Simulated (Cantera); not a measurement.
Charge: 1 mol n-butane, 2.3 mol NH3, 1.2 mol H2, at 10.0 mbar.

Equilibrium computed with Cantera from the NASA thermochemical tables; the gas is ideal and each condensed phase is pure. Candidate condensed phases: C, C6H6, C7H8, C8H18; 92 gas species. Kinetics and transport are ignored.

x: gas mole fraction; n: condensed amount in mol.

```tsv
T (°C)	x H2	x H	x N2	x HCN	x C2H2 (acetylene)	x CH4	x HNC	n C(graphite)
675	0.892	4.95e-9	0.107	6.64e-7	2.31e-10	0.00137	6.57e-10	3.99
875	0.893	6.77e-7	0.106	1.26e-5	3.32e-8	0.000190	4.77e-8	4.00
1075	0.893	[?]	0.106	[?]	[?]	[?]	[?]	4.00
1275	0.893	0.000291	0.106	0.000452	1.40e-5	1.64e-5	8.87e-6	3.99
1475	0.891	0.00216	0.106	0.00145	0.000101	7.29e-6	4.88e-5	3.98
1675	0.881	[?]	0.104	[?]	[?]	[?]	[?]	3.95
1875	0.851	0.0385	0.100	0.00741	0.00163	2.14e-6	0.000541	3.88
2075	0.779	0.109	0.0936	0.0128	0.00426	1.19e-6	0.00124	3.74
```

What belongs in the gaps?


- 1075, x H: 2.19e-5
- 1075, x HCN: 9.87e-5
- 1075, x C2H2 (acetylene): 1.07e-6
- 1075, x CH4: 4.66e-5
- 1075, x HNC: 9.62e-7
- 1675, x H: 0.0106
- 1675, x HCN: 0.00362
- 1675, x C2H2 (acetylene): 0.000475
- 1675, x CH4: 3.80e-6
- 1675, x HNC: 0.000187
